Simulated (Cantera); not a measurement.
A counterflow diffusion flame at 1.00 bar, nozzles 20 mm apart: fuel side CH₃OH : N₂ = 1 : 2 (molar parts) at 400 K, oxidiser side O₂ : N₂ = 0.24 : 0.76 (molar parts) at 450 K, fuel mass flux 1 times the oxidiser's; mixture-averaged transport, no radiation.

Computed with Cantera and GRI-Mech 3.0 (53 species, 325 reactions). GRI-Mech 3.0 was tuned for natural gas; its chemistry of methanol as a main component is partial and can be far from experiment. GRI-Mech 3.0 has no aromatics or soot, which form on the fuel side of real flames. The maximum strain rate includes the flame's own expansion and is several times the mean.

x: mole fraction; the columns are a selection and need not sum to one.

| oxidiser flux (kg/m²/s) | max strain (1/s) | mean strain (1/s) | T max (K) | peak x OH | peak x H | peak x NO | peak x CO | peak x C₂H₂ |
|---|---|---|---|---|---|---|---|---|
| 0.25 | 128 | 30.3 | 1923 | 0.00644 | 0.00472 | 3.85e-5 | 0.0981 | 9.74e-5 |
| 0.32 | 159 | 38.8 | 1900 | 0.00652 | 0.00504 | 3.47e-5 | 0.0971 | 0.000111 |
| 0.41 | ___ | 49.7 | 1877 | 0.00654 | 0.00536 | ___ | 0.0960 | ___ |
| 0.53 | 251 | 64.2 | 1852 | 0.00655 | 0.00567 | 2.87e-5 | 0.0949 | 0.000138 |
| 0.67 | 311 | 81.2 | 1829 | 0.00652 | 0.00597 | 2.63e-5 | 0.0939 | 0.000148 |
| 0.86 | 391 | 104 | 1803 | 0.00648 | 0.00626 | 2.39e-5 | 0.0929 | 0.000157 |
| 1.1 | ___ | 133 | 1777 | 0.00641 | 0.00652 | ___ | 0.0919 | 0.000161 |
| 1.4 | 613 | 170 | 1751 | 0.00629 | 0.00674 | 1.93e-5 | 0.0909 | 0.000160 |
| 1.8 | 776 | 218 | 1726 | 0.00616 | 0.00693 | 1.71e-5 | 0.0899 | 0.000154 |
| 2.3 | 976 | 279 | 1698 | 0.00595 | 0.00703 | 1.48e-5 | 0.0891 | 0.000140 |

### Question
Some entries are withheld; supply them.

### Answer

- 0.41, max strain (1/s): 198
- 0.41, peak x NO: 3.16e-5
- 0.41, peak x C₂H₂: 0.000125
- 1.1, max strain (1/s): 490
- 1.1, peak x NO: 2.16e-5
